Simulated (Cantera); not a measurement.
A closed system holds: 1 mol Cr2O3, 490 mol H2, at 86.0 mbar.

These are equilibrium values from Cantera (NASA tables, ideal gas, pure condensed phases), not measurements of a reactor. Candidate condensed phases: Cr, Cr2O3, H2O; 13 gas species. The numbers say what is thermodynamically allowed, not how fast it happens. All values below are at 898 K.

Base state: H2 1.000 (mole fractions); condensed: Cr(s) + Cr2O3(s).

Question: What changes in the equilibrium state with this change: Cr2O3 replaced by Ta2O5?

Answer: 
```json
[
 {"species": "H2", "before": "1.000", "after": "1.00"},
 {"species": "Cr(s), mol", "before": "0.000474", "after": "0"},
 {"species": "Cr2O3(s), mol", "before": "1.000", "after": "0"},
 {"species": "Ta2O5(s), mol", "before": "0", "after": "1.000"}
]
```
Further candidate phases: Ta, Ta2O5.
